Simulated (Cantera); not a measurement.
**Carbon deposition, reforming and gasification: acetone + O₂ + N₂**

Charge: 1 mol acetone, 0.033 mol O₂, 0.96 mol N₂, held at 0.133 bar.

Cantera equilibrium calculation (NASA polynomials, part measured and part estimated; ideal gas, pure solids and liquids). Candidate condensed phases: C, C₆H₆, C₇H₈, C₈H₁₈, H₂O; 136 gas species. The feed counts by its element totals alone. Rates play no part.

```csv
T (K),log p H₂,log p CO,log p H,log p N₂,log p HCN,log p C₂H₂ (acetylene),n C(graphite)
2148,-1.11,-1.55,-2.93,-1.61,-2.95,-3.83,1.88
2223,-1.11,-1.55,-2.75,-1.61,-2.85,-3.65,1.86
2298,-1.12,-1.55,-2.58,-1.62,-2.76,-3.49,1.84
2373,-1.13,-1.55,-2.42,-1.62,-2.67,-3.34,1.81
2448,-1.14,-1.56,-2.27,-1.63,-2.59,-3.20,1.77
2523,-1.15,-1.56,-2.13,-1.64,-2.52,-3.07,1.73
2598,-1.16,-1.57,-2.00,-1.65,-2.45,-2.96,1.69
2673,-1.18,-1.57,-1.88,-1.66,-2.40,-2.85,1.63
2748,-1.21,-1.58,-1.77,-1.67,-2.35,-2.76,1.57
2823,-1.24,-1.59,-1.67,-1.69,-2.31,-2.68,1.50
2898,-1.28,-1.59,-1.58,-1.71,-2.27,-2.62,1.42
```
log p: log10 of the partial pressure in bar; n: condensed amount in mol.

From 2148 K to 2898 K the condensed part is C(graphite). The main C-bearing gas is CO throughout. The share of C in condensed phases is highest at 2148 K (62.6 %) and lowest at 2898 K (47.3 %).
